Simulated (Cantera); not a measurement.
Source: NASA polynomial tables (part measured, part estimated), evaluated in Cantera. Values are per mole of reaction as written; species without (g) are pure solids or liquids, kept so even where they would boil at 1 bar.

**Question.** Between 400 and 600 K, where is each reaction favourable under standard conditions?
- 2 Pb + S2(g) ⇌ 2 PbS(g)
- 2 Ni + S2(g) ⇌ 2 NiS
- 2 Ba + S2(g) ⇌ 2 BaS

**Answer.** 
- 2 Pb + S2(g) ⇌ 2 PbS(g): ΔG° is 77 kJ at 400 K and 50 kJ at 600 K; it stays positive (K < 1). ΔH° is 130 kJ and ΔS° 132 J/K at 600 K.
- 2 Ni + S2(g) ⇌ 2 NiS: ΔG° is -231 kJ at 400 K and -196 kJ at 600 K; it stays negative (K > 1). ΔH° is -301 kJ and ΔS° -176 J/K at 600 K.
- 2 Ba + S2(g) ⇌ 2 BaS: ΔG° is -977 kJ at 400 K and -939 kJ at 600 K; it stays negative (K > 1). ΔH° is -1053 kJ and ΔS° -190 J/K at 600 K.
